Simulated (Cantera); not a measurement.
A closed system holds: 1 mol SrCl2, 1.7 mol HCl, 33 mol N2, 0.13 mol O2, at 0.133 bar.

These are equilibrium values from Cantera (NASA tables, ideal gas, pure condensed phases), not measurements of a reactor. Candidate condensed phases: H2O, NH4Cl, Sr, SrCl2, SrO, Sr(OH)2; 35 gas species. Condensed phases not in the tables: oxide chlorides. Kinetics and transport are ignored.

x: gas mole fraction; n: condensed amount in mol.

| T (°C) | x N2 | x HCl | x SrCl2 | x Cl | x H2O | x O2 | x H2 | n SrCl2(l) |
|---|---|---|---|---|---|---|---|---|
| 1227 | 0.944 | 0.0441 | 0.00335 | 0.00354 | 0.00226 | [?] | 2.34e-7 | 0.883 |
| 1327 | 0.933 | 0.0426 | 0.0140 | 0.00490 | 0.00271 | [?] | 1.05e-6 | 0.507 |
| 1427 | 0.919 | 0.0408 | 0.0279 | 0.00626 | 0.00325 | [?] | 4.18e-6 | 0 |
| 1527 | 0.919 | 0.0395 | 0.0279 | 0.00768 | 0.00387 | [?] | 1.49e-5 | 0 |
| 1627 | 0.919 | 0.0382 | 0.0278 | 0.00904 | 0.00445 | [?] | 4.80e-5 | 0 |
| 1727 | 0.918 | 0.0369 | 0.0278 | 0.0103 | 0.00494 | [?] | 0.000140 | 0 |
| 1827 | 0.918 | 0.0356 | 0.0278 | 0.0117 | 0.00525 | [?] | 0.000368 | 0 |
| 1927 | 0.917 | 0.0341 | 0.0278 | 0.0132 | 0.00532 | [?] | 0.000843 | 0 |

Q: What belongs in the gaps?

A: 
- 1227, x O2: 0.00251
- 1327, x O2: 0.00220
- 1427, x O2: 0.00183
- 1527, x O2: 0.00146
- 1627, x O2: 0.00110
- 1727, x O2: 0.000777
- 1827, x O2: 0.000536
- 1927, x O2: 0.000389
